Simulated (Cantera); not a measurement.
An adiabatic, constant-volume homogeneous reactor starts with 6.72 % CH₄, 11.2 % O₂, 82.0 % N₂, equivalence ratio 1.2, at 1525 K and 10.0 bar.

Cantera simulation using GRI-Mech 3.0 (53 species, 325 reactions); the numbers are that mechanism's predictions, not measurements.

Problem. Predict: time of steepest temperature rise; temperature at 5.00 s; equilibrium temperature; x(O₂) at 5.00 s; x(H₂O₂) at 5.00 s; x(NO) at 5.00 s.

Solution. 
- time of steepest temperature rise: 0.286 ms
- temperature at 5.00 s: 2777 K
- equilibrium temperature: 2777 K
- x(O₂) at 5.00 s: 0.00101 (gas-phase equilibrium 0.00101)
- x(H₂O₂) at 5.00 s: 1.85e-7 (gas-phase equilibrium 1.85e-7)
- x(NO) at 5.00 s: 0.00249 (gas-phase equilibrium 0.00249)
